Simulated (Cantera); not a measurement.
Mixture: CH₄ : O₂ : N₂ = 1 : 0.952 : 3.58 (molar parts), equivalence ratio 2.1, at 0.580 bar, adiabatic and at constant volume. Ignition delay is the time to a rise of 400 K.

Cantera simulation using GRI-Mech 3.0 (53 species, 325 reactions); the numbers are that mechanism's predictions, not measurements.

**Question.** What does this change do: pressure from 0.580 bar to 8.50 bar?

**Answer.** 
```tsv
quantity	before	after
delay at 1150 K	0.218 s	15.3 ms
delay at 1300 K	25.1 ms	2.38 ms
delay at 1450 K	3.90 ms	0.462 ms
delay at 1600 K	0.848 ms	0.106 ms
apparent activation energy between 1525 and 1675 K	190 kJ/mol	200 kJ/mol
```

**Question.** What does this change do: N2 3.58 to 2.5 parts?

**Answer.** 
```json
[
 {"quantity": "delay at 1150 K", "before": "0.218 s", "after": "0.164 s"},
 {"quantity": "delay at 1300 K", "before": "25.1 ms", "after": "18.9 ms"},
 {"quantity": "delay at 1450 K", "before": "3.90 ms", "after": "2.99 ms"},
 {"quantity": "delay at 1600 K", "before": "0.848 ms", "after": "0.667 ms"},
 {"quantity": "apparent activation energy between 1525 and 1675 K", "before": "190 kJ/mol", "after": "190 kJ/mol"}
]
```
